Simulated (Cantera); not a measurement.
What does this Cantera script print?

```python
import numpy as np
import cantera as ct

gas_names = """
    H HNO HNO2 HNO3 HO2 H2 H2O H2O2 N NH NH2 NH3 NH2OH NO NO2 NO3 N2 N2H2 N2H4 N2O O OH O2 O3 Si SiH
    SiH2 SiH3 SiH4 SiN SiO SiO2 Si2 Si2N Si3
""".split()
cond_names = """
    H2O(s) H2O(L) Si(cr) Si(L) SiO2(Lqz) SiO2(hqz) SiO2(L) Si2N2O(s) Si3N4(a)
""".split()


def load(file, names, dense=False):
    # The tables refer to 1 bar. Condensed volumes are neglected.
    table = {s.name: s for s in ct.Species.list_from_file(file)}
    out = []
    for n in names:
        d = dict(table[n].input_data)
        d["thermo"] = dict(d["thermo"], **{"reference-pressure": 1e5})
        if dense:
            d["equation-of-state"] = {"model": "constant-volume", "density": "1e6 g/cm^3"}
        out.append(ct.Species.from_dict(d))
    return out


gas = ct.Solution(thermo="ideal-gas", species=load("nasa_gas.yaml", gas_names))
cond = {s.name: ct.Solution(thermo="fixed-stoichiometry", species=[s], name=s.name)
        for s in load("nasa_condensed.yaml", cond_names, dense=True)}
atoms = {
    'Si3N4': {'Si': 3, 'N': 4},
    'H2O': {'H': 2, 'O': 1},
    'H2': {'H': 2},
}
top_T = {'Si2N2O(s)': 2100, 'Si3N4(a)': 2400}  # K; cautious upper limits of use, not melting points


def equilibrate(T, P, feed):
    n = {}
    for name, mol in feed.items():
        for a, k in atoms[name].items():
            n[a] = n.get(a, 0.0) + k * mol
    gas.TPX = T, P, n
    mass = sum(n.values()) * gas.mean_molecular_weight
    gas.equilibrate("TP")
    valid = [c for c in cond.values() if c.min_temp <= T <= top_T.get(c.name, c.max_temp)]
    mix = ct.Mixture([(gas, mass / gas.mean_molecular_weight)] + [(c, 0.0) for c in valid])
    mix.T, mix.P = T, P
    mix.equilibrate("TP", solver="vcs", rtol=1e-11, max_steps=5000)
    return mix


results = []
P = 133.322  # Pa
for T in [950, 1050, 1150, 1250, 1350, 1450, 1550, 1650, 1750, 1850]:
    for m in [5.1, 8.4, 14, 23, 38, 62, 100, 170, 280]:
        feed = {'Si3N4': 1, 'H2O': 1.5, 'H2': m}  # mol
        mix = equilibrate(T, P, feed)
        results.append((T, P, feed, dict(zip(mix.species_names, mix.species_moles))))

for T, P, feed, n in results:
    print(f"{T:7g} {feed['H2']:10.4g}  " + (" + ".join(c for c in cond_names if n.get(c, 0) > 1e-12) or "gas only"))
```

Result:

```
    950        5.1  Si2N2O(s) + Si3N4(a)
    950        8.4  Si2N2O(s) + Si3N4(a)
    950         14  Si2N2O(s) + Si3N4(a)
    950         23  Si2N2O(s) + Si3N4(a)
    950         38  Si2N2O(s) + Si3N4(a)
    950         62  Si2N2O(s) + Si3N4(a)
    950        100  Si2N2O(s) + Si3N4(a)
    950        170  Si2N2O(s) + Si3N4(a)
    950        280  Si2N2O(s) + Si3N4(a)
   1050        5.1  Si2N2O(s) + Si3N4(a)
   1050        8.4  Si2N2O(s) + Si3N4(a)
   1050         14  Si2N2O(s) + Si3N4(a)
   1050         23  Si2N2O(s) + Si3N4(a)
   1050         38  Si2N2O(s) + Si3N4(a)
   1050         62  Si2N2O(s) + Si3N4(a)
   1050        100  Si2N2O(s) + Si3N4(a)
   1050        170  Si2N2O(s) + Si3N4(a)
   1050        280  Si2N2O(s) + Si3N4(a)
   1150        5.1  Si2N2O(s) + Si3N4(a)
   1150        8.4  Si2N2O(s) + Si3N4(a)
   1150         14  Si2N2O(s) + Si3N4(a)
   1150         23  Si2N2O(s) + Si3N4(a)
   1150         38  Si2N2O(s) + Si3N4(a)
   1150         62  Si2N2O(s) + Si3N4(a)
   1150        100  Si2N2O(s) + Si3N4(a)
   1150        170  Si2N2O(s) + Si3N4(a)
   1150        280  Si2N2O(s) + Si3N4(a)
   1250        5.1  Si2N2O(s) + Si3N4(a)
   1250        8.4  Si2N2O(s) + Si3N4(a)
   1250         14  Si2N2O(s) + Si3N4(a)
   1250         23  Si2N2O(s) + Si3N4(a)
   1250         38  Si2N2O(s) + Si3N4(a)
   1250         62  Si2N2O(s) + Si3N4(a)
   1250        100  Si2N2O(s) + Si3N4(a)
   1250        170  Si2N2O(s) + Si3N4(a)
   1250        280  Si2N2O(s) + Si3N4(a)
   1350        5.1  Si2N2O(s) + Si3N4(a)
   1350        8.4  Si2N2O(s) + Si3N4(a)
   1350         14  Si2N2O(s) + Si3N4(a)
   1350         23  Si2N2O(s) + Si3N4(a)
   1350         38  Si2N2O(s) + Si3N4(a)
   1350         62  Si2N2O(s) + Si3N4(a)
   1350        100  Si2N2O(s) + Si3N4(a)
   1350        170  Si2N2O(s) + Si3N4(a)
   1350        280  Si2N2O(s) + Si3N4(a)
   1450        5.1  Si2N2O(s) + Si3N4(a)
   1450        8.4  Si2N2O(s) + Si3N4(a)
   1450         14  Si2N2O(s) + Si3N4(a)
   1450         23  Si2N2O(s) + Si3N4(a)
   1450         38  Si(cr) + Si2N2O(s)
   1450         62  Si(cr) + Si2N2O(s)
   1450        100  Si(cr) + Si2N2O(s)
   1450        170  Si(cr) + Si2N2O(s)
   1450        280  Si(cr) + Si2N2O(s)
   1550        5.1  Si(cr) + Si2N2O(s)
   1550        8.4  Si(cr) + Si2N2O(s)
   1550         14  Si(cr) + Si2N2O(s)
   1550         23  Si(cr) + Si2N2O(s)
   1550         38  Si(cr) + Si2N2O(s)
   1550         62  Si(cr) + Si2N2O(s)
   1550        100  Si(cr) + Si2N2O(s)
   1550        170  Si(cr)
   1550        280  Si(cr)
   1650        5.1  Si(cr) + Si2N2O(s)
   1650        8.4  Si(cr) + Si2N2O(s)
   1650         14  Si(cr)
   1650         23  Si(cr)
   1650         38  Si(cr)
   1650         62  Si(cr)
   1650        100  Si(cr)
   1650        170  Si(cr)
   1650        280  Si(cr)
   1750        5.1  Si(L)
   1750        8.4  Si(L)
   1750         14  Si(L)
   1750         23  Si(L)
   1750         38  Si(L)
   1750         62  Si(L)
   1750        100  Si(L)
   1750        170  Si(L)
   1750        280  Si(L)
   1850        5.1  Si(L)
   1850        8.4  Si(L)
   1850         14  Si(L)
   1850         23  Si(L)
   1850         38  Si(L)
   1850         62  Si(L)
   1850        100  Si(L)
   1850        170  Si(L)
   1850        280  Si(L)
```

Equilibrium computed with Cantera from the NASA thermochemical tables; the gas is ideal and each condensed phase is pure. Mutual solubility and eutectic melting of coexisting phases are not modelled.
